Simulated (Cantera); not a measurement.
Input (Python, Cantera) and output of one run.

```python
import numpy as np
import cantera as ct

gas_names = """
    C CO COS CO2 CS CS2 C2 C2O C3 C3O2 C4 C5 Fe FeC5O5 FeO O O2 O3 S SO SO2 SO3 S2 S2O S8
""".split()
cond_names = """
    C(gr) Fe(a) Fe(c) Fe(d) Fe(L) FeC5O5(L) FeO(s) FeO(L) FeS(a) FeS(b) FeS(c) FeS(L) FeSO4(s) FeS2(s)
    Fe2O3(s) Fe2S3O12(s) Fe3O4(s) S(cr1) S(cr2) S(L)
""".split()


# ... load() reads the species with a 1 bar reference pressure and builds the phases ...
atoms = {
    'FeS': {'Fe': 1, 'S': 1},
    'SO3': {'S': 1, 'O': 3},
    'CO2': {'C': 1, 'O': 2},
}
top_T = {'C(gr)': 4500, 'FeSO4(s)': 950, 'FeS2(s)': 1010, 'Fe2O3(s)': 1830, 'Fe2S3O12(s)': 1100, 'Fe3O4(s)': 1870}  # K; cautious upper limits of use, not melting points


# ... equilibrate(T, P, feed) seeds the gas with the atoms and calls Mixture.equilibrate('TP', solver="vcs", rtol=1e-11, max_steps=5000) ...
results = []
T = 1750  # K
P = 10000  # Pa
for m in [0.071, 0.086, 0.1, 0.13, 0.15, 0.19, 0.22, 0.27, 0.33, 0.4, 0.48]:
    feed = {'FeS': 1, 'SO3': 1.8, 'CO2': m}  # mol
    mix = equilibrate(T, P, feed)
    results.append((T, P, feed, dict(zip(mix.species_names, mix.species_moles))))
    x = sorted(zip(gas.X, gas.species_names), reverse=True)
    print(f"T = {T:g} K  P = {P:g} Pa  n(CO2) = {m:g} mol  gas = {mix.phase_moles(0):.4g} mol")
    print("   x: " + "  ".join(f"{s} {v:.3e}" for v, s in x if v > 0.001))
    print("   condensed (mol): " + ("  ".join(f"{mix.phase(i).name} {mix.phase_moles(i):.4g}"
          for i in range(1, mix.n_phases) if mix.phase_moles(i) > 1e-12) or "none"))
```

It prints:

```
T = 1750 K  P = 10000 Pa  n(CO2) = 0.071 mol  gas = 2.594 mol
   x: SO2 8.339e-01  S2 1.021e-01  SO 3.162e-02  CO2 1.937e-02  CO 7.963e-03  S2O 4.428e-03
   condensed (mol): FeO(L) 1
T = 1750 K  P = 10000 Pa  n(CO2) = 0.086 mol  gas = 2.611 mol
   x: SO2 8.296e-01  S2 1.011e-01  SO 3.146e-02  CO2 2.331e-02  CO 9.586e-03  S2O 4.383e-03
   condensed (mol): FeO(L) 1
T = 1750 K  P = 10000 Pa  n(CO2) = 0.1 mol  gas = 2.626 mol
   x: SO2 8.256e-01  S2 1.001e-01  SO 3.131e-02  CO2 2.695e-02  CO 1.108e-02  S2O 4.341e-03
   condensed (mol): FeO(L) 1
T = 1750 K  P = 10000 Pa  n(CO2) = 0.13 mol  gas = 2.658 mol
   x: SO2 8.173e-01  S2 9.809e-02  CO2 3.462e-02  SO 3.099e-02  CO 1.423e-02  S2O 4.253e-03
   condensed (mol): FeO(L) 1
T = 1750 K  P = 10000 Pa  n(CO2) = 0.15 mol  gas = 2.679 mol
   x: SO2 8.118e-01  S2 9.676e-02  CO2 3.962e-02  SO 3.078e-02  CO 1.629e-02  S2O 4.195e-03
   condensed (mol): FeO(L) 1
T = 1750 K  P = 10000 Pa  n(CO2) = 0.19 mol  gas = 2.722 mol
   x: SO2 8.011e-01  S2 9.416e-02  CO2 4.940e-02  SO 3.037e-02  CO 2.031e-02  S2O 4.083e-03
   condensed (mol): FeO(L) 1
T = 1750 K  P = 10000 Pa  n(CO2) = 0.22 mol  gas = 2.755 mol
   x: SO2 7.933e-01  S2 9.227e-02  CO2 5.653e-02  SO 3.007e-02  CO 2.323e-02  S2O 4.002e-03
   condensed (mol): FeO(L) 1
T = 1750 K  P = 10000 Pa  n(CO2) = 0.27 mol  gas = 2.808 mol
   x: SO2 7.807e-01  S2 8.922e-02  CO2 6.806e-02  SO 2.958e-02  CO 2.796e-02  S2O 3.871e-03
   condensed (mol): FeO(L) 1
T = 1750 K  P = 10000 Pa  n(CO2) = 0.33 mol  gas = 2.873 mol
   x: SO2 7.662e-01  S2 8.571e-02  CO2 8.134e-02  CO 3.339e-02  SO 2.901e-02  S2O 3.721e-03
   condensed (mol): FeO(L) 1
T = 1750 K  P = 10000 Pa  n(CO2) = 0.4 mol  gas = 2.948 mol
   x: SO2 7.501e-01  CO2 9.611e-02  S2 8.181e-02  CO 3.942e-02  SO 2.837e-02  S2O 3.556e-03
   condensed (mol): FeO(L) 1
T = 1750 K  P = 10000 Pa  n(CO2) = 0.48 mol  gas = 3.034 mol
   x: SO2 7.327e-01  CO2 1.121e-01  S2 7.760e-02  CO 4.592e-02  SO 2.767e-02  S2O 3.378e-03
   condensed (mol): FeO(L) 1
```

Cantera equilibrium calculation (NASA polynomials, part measured and part estimated; ideal gas, pure solids and liquids). The tables' stoichiometric FeO is somewhat more stable than real wüstite, so its field is too wide. FeO: taken at fixed stoichiometry.
